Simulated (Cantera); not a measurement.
Input: 1 mol Pb, 0.33 mol H₂, 0.021 mol O₂, equilibrated at 750 Torr.

Equilibrium computed with Cantera from the NASA thermochemical tables; the gas is ideal and each condensed phase is pure. Candidate condensed phases: H₂O, Pb, PbO, PbO₂, Pb₃O₄; 12 gas species. The numbers say what is thermodynamically allowed, not how fast it happens. All values below are at 1348 K.

Base state: H₂ 0.869, H₂O 0.127, Pb 0.00478 (mole fractions); condensed: Pb(l).

Question: What changes in the equilibrium state with this change: pressure from 750 Torr to 6.90 Torr?

Answer: 
```
species      before    after
----------  -------  -------
Pb          0.00478    0.519
H₂            0.869    0.420
H₂O           0.127   0.0612
Pb₂         6.77e-7  7.36e-5
H           2.16e-6  1.56e-5
Pb(l), mol    0.998    0.643
```

Question: What changes in the equilibrium state with this change: pressure from 750 Torr to 7.50 Torr?

Answer: 
```
species      before    after
----------  -------  -------
Pb          0.00478    0.478
H₂            0.869    0.456
H₂O           0.127   0.0665
Pb₂         6.77e-7  6.77e-5
H           2.16e-6  1.56e-5
Pb(l), mol    0.998    0.698
```
